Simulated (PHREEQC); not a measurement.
## Metal-bearing waste water

Consider water at 60 °C with 0.037 mol/kgw FeSO4, 0.005 mol/kgw NiCl2 and 0.23 mol/kgw H2SO4. Closed to the air; pH follows from the charge balance.

Computed with PHREEQC (ion-association model, wateq4f.dat).

```
Quantity                  Result
-----------------  -------------
pH                          0.78
ionic strength     0.316 mol/kgw
activity of water          0.991
total alkalinity     -460 meq/kg
```

| species | molality | activity | log γ |
|---|---|---|---|
| HSO4- | 0.229 | 0.157 | -0.166 |
| H+ | 0.218 | 0.168 | -0.114 |
| Fe+2 | 0.0184 | 0.00486 | -0.577 |
| SO4-2 | 0.0180 | 0.00408 | -0.645 |
| FeHSO4+ | 0.0128 | 0.00915 | -0.145 |
| Cl- | 0.00991 | 0.00654 | -0.180 |
| FeSO4 | 0.00582 | 0.00626 | 0.032 |
| Ni+2 | 0.00396 | 0.00104 | -0.579 |
| NiSO4 | 0.00101 | 0.00109 | 0.032 |
| FeCl+ | 6.33e-5 | 4.39e-5 | -0.158 |
| NiCl+ | 2.40e-5 | 1.72e-5 | -0.145 |
| Ni(SO4)2-2 | 6.90e-7 | 1.82e-7 | -0.579 |
| NiCl2 | 3.80e-7 | 4.08e-7 | 0.032 |

No solid was allowed to form. At this temperature some constants are extrapolated from 25 °C, and those without enthalpy data are left unchanged.
